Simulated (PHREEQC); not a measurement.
0.1 mol of Fluorite (CaF2) is brought to equilibrium with 1 kg of water holding 1 mmol/kgw NaCl, at 15 °C, the pH being set by adding NaOH or HCl. O2 is buffered at 0.21 atm. The system is closed to CO2. The run lets Fluorite precipitate or redissolve, and no other solid.

All values are PHREEQC results (ion-association model, phreeqc.dat), not measurements.

Q: Predict CaOH+ (mol/kgw), HF (mol/kgw) at pH = 8.5, 9.62, 10.19.

A: 
```csv
pH,CaOH+ (mol/kgw),HF (mol/kgw)
8.5,8.44e-9,1.39e-9
9.62,1.11e-7,1.05e-10
10.19,4.12e-7,2.84e-11
```

Species that the database lacks are ignored.
